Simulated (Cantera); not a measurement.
**Reactions in the system N-O-P**

Source: NASA polynomial tables (part measured, part estimated), evaluated in Cantera. Values are per mole of reaction as written; species without (g) are pure solids or liquids, kept so even where they would boil at 1 bar.

P4O10 + 5 N2(g) ⇌ 10 NO(g) + 2 P2(g)

| T (K) | ΔH° (kJ) | ΔS° (J/K) | ΔG° (kJ) | log10 K |
|---|---|---|---|---|
| 398 | 4208.2 | 1352.1 | 3670.1 | -481.66 |
| 448 | 4205.8 | 1346.5 | 3602.6 | -420.04 |
| 498 | 4202.6 | 1339.6 | 3535.5 | -370.82 |
| 548 | 4198.5 | 1331.9 | 3468.7 | -330.62 |
| 598 | 4193.8 | 1323.6 | 3402.3 | -297.18 |
| 648 | 4188.3 | 1314.8 | 3336.3 | -268.93 |

P4(g) + 5 O2(g) ⇌ P4O10

| T (K) | ΔH° (kJ) | ΔS° (J/K) | ΔG° (kJ) | log10 K |
|---|---|---|---|---|
| 398 | -3067.2 | -1072.3 | -2640.4 | 346.53 |
| 448 | -3065.0 | -1067.1 | -2586.9 | 301.62 |
| 498 | -3062.0 | -1060.8 | -2533.8 | 265.76 |
| 548 | -3058.2 | -1053.6 | -2480.9 | 236.47 |
| 598 | -3053.8 | -1045.8 | -2428.4 | 212.11 |
| 648 | -3048.6 | -1037.5 | -2376.3 | 191.55 |
